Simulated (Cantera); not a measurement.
Mixture: CH4 : O2 : N2 = 1 : 2.35 : 8.85 (molar parts), equivalence ratio 0.85, at 8.49 atm, adiabatic and at constant volume. Ignition delay is the time to a rise of 400 K.

Detailed kinetics in Cantera: GRI-Mech 3.0 (53 species, 325 reactions).

Q: What does this change do: pressure from 8.49 atm to 33.6 atm?

A: 
| quantity | before | after |
|---|---|---|
| delay at 1300 K | 1.50 ms | 0.354 ms |
| delay at 1400 K | 0.506 ms | 0.131 ms |
| delay at 1500 K | 0.187 ms | 53.0 µs |
| delay at 1600 K | 75.7 µs | 23.2 µs |
| apparent activation energy between 1550 and 1650 K | 180 kJ/mol | 170 kJ/mol |
The pressure lies above the range GRI-Mech 3.0 was tuned for (to about 10 atm).
